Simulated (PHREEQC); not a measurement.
FeCl3 is added in steps, without added water, to 1 kg of water holding 0.013 mol CuSO4 and 0.0004 mol H2SO4, at 90 °C. O2 is buffered at 0.21 atm. No CO2 enters from the air. Solids allowed: Hematite, Cu(OH)2, Brochantite, Antlerite, Atacamite, Chalcanthite. Others were left out.

Base run: PHREEQC, ion-association model, wateq4f.dat. Each further column changes one thing. The table gives HSO4- (mol/kgw).

```
FeCl3 added (mol)      base  CuSO4 left out  H2SO4 from 0.0004 to 0.002 mol/kgw  H2SO4 left out  no solid may form
-----------------  --------  --------------  ----------------------------------  --------------  -----------------
0                  0.000553         9.67e-5                             0.00268        0.000139           0.000553
0.0013              0.00296        0.000253                             0.00490         0.00247            0.00174
0.002275            0.00450        0.000290                             0.00631         0.00404            0.00231
0.003575            0.00618        0.000315                             0.00785         0.00576            0.00286
0.004875            0.00749        0.000330                             0.00905         0.00710            0.00326
0.00585             0.00826        0.000338                             0.00977         0.00789            0.00349
0.00715             0.00908        0.000345                              0.0105         0.00871            0.00374
0.008125            0.00956        0.000350                              0.0110         0.00920            0.00388
0.009425             0.0101        0.000354                              0.0115         0.00972            0.00404
0.01073              0.0105        0.000358                              0.0119          0.0101            0.00416
0.0117               0.0107        0.000360                              0.0122          0.0104            0.00423
0.013                0.0110        0.000363                              0.0124          0.0107            0.00430
```

Constants without temperature data keep their 25 °C values here. In at least one series the solution becomes supersaturated in solids that the run did not let form, among them Hematite. Solids allowed in the column 'CuSO4 left out': Hematite.
